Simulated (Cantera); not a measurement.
## Moist CO burnout

An isothermal, constant-pressure homogeneous reactor starts with 0.179 % CO, 0.378 % O₂, 0.0706 % H₂O, 99.4 % N₂, equivalence ratio 0.24, at 1450 K and 0.138 atm.

Computed with Cantera and GRI-Mech 3.0 (53 species, 325 reactions).

| t (s) | x CO | x O₂ | x H₂O | x N₂O | x CO₂ | x H₂ | x NO |
|---|---|---|---|---|---|---|---|
| 0.000100 | 0.00179 | 0.00378 | 0.000706 | <1e-12 | 1.23e-10 | <1e-12 | <1e-12 |
| 0.000427 | 0.00179 | 0.00378 | 0.000706 | <1e-12 | 5.26e-10 | <1e-12 | <1e-12 |
| 0.00182 | 0.00179 | 0.00378 | 0.000706 | <1e-12 | 2.36e-9 | 2.57e-12 | <1e-12 |
| 0.00777 | 0.00179 | 0.00378 | 0.000706 | 1.44e-12 | 1.80e-8 | 2.26e-10 | <1e-12 |
| 0.0331 | 0.00178 | 0.00377 | 0.000704 | 4.50e-10 | 5.98e-6 | 1.72e-7 | 1.93e-11 |
| 0.141 | 0.000332 | 0.00288 | 0.000508 | 5.79e-8 | 0.00146 | 3.81e-5 | 4.51e-7 |
| 0.603 | 6.44e-5 | 0.00288 | 0.000667 | 9.36e-8 | 0.00173 | 9.00e-6 | 1.20e-6 |
| 2.57 | 5.86e-6 | 0.00288 | 0.000699 | 7.04e-8 | 0.00178 | 8.49e-7 | 1.42e-6 |
| 11.0 | 7.33e-7 | 0.00288 | 0.000704 | 1.14e-8 | 0.00179 | 1.14e-7 | 1.46e-6 |
| 46.9 | 2.26e-7 | 0.00288 | 0.000705 | 3.66e-9 | 0.00179 | 3.72e-8 | 1.48e-6 |
| 200 | 2.02e-7 | 0.00288 | 0.000705 | 3.29e-9 | 0.00179 | 3.35e-8 | 1.53e-6 |
x: mole fraction; the columns are a selection and need not sum to one.

Equilibrium at this temperature and pressure: CO 2.04e-7, O₂ 0.00282, H₂O 0.000705, N₂O 3.26e-9, CO₂ 0.00179, H₂ 3.38e-8, NO 0.000124 (gas phase only).
